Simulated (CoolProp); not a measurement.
Model: reference Helmholtz-energy equation of state, Smukala 2000, in CoolProp.

Task: For ethylene, give the phase and the density (kg/m³) at 20.55 °C and 1.51 MPa; 20.55 °C and 6.81 MPa.

Result: 
- 20.55 °C and 1.51 MPa: gas; density 19.2
- 20.55 °C and 6.81 MPa: supercritical; density 264
